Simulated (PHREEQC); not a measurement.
1 kg of water meets 20 L of dry gas (CO2 0.64, N2 0.36 by moles) at fixed total pressure, at 25 °C; fugacities by Peng-Robinson. The gases take part in no redox reaction, some water evaporates into the gas, and hydrates or a liquid gas phase aren't modelled. Nothing may precipitate in this run.

Equilibrium calculation in PHREEQC: ion-association model, phreeqc.dat.

```csv
P (atm),dissolved CO2 (all carbonate carbon) (mol/kgw),φ of CO2,p of CO2 (atm),dissolved N2 (mol/kgw),φ of N2,p of N2 (atm)
1,0.0208,0.995,0.611,0.000239,1.000,0.357
2,0.0419,0.989,1.24,0.000485,1.001,0.727
3,0.0628,0.984,1.87,0.000730,1.001,1.10
5,___,0.974,3.13,0.00122,1.002,1.83
7.5,0.154,0.961,4.71,0.00183,1.003,2.75
10,0.202,0.948,6.29,0.00243,1.004,3.67
15,___,0.923,9.45,0.00364,1.006,5.51
20,___,0.898,12.6,0.00483,1.009,7.34
30,0.537,___,19.0,0.00720,1.016,11.0
40,0.671,0.803,25.3,0.00956,1.026,14.6
```

Q: Complete the blanks.

A: 
- 5, dissolved CO2 (all carbonate carbon) (mol/kgw): 0.104
- 15, dissolved CO2 (all carbonate carbon) (mol/kgw): 0.295
- 20, dissolved CO2 (all carbonate carbon) (mol/kgw): 0.381
- 30, φ of CO2: 0.850

Species that the database lacks are ignored.
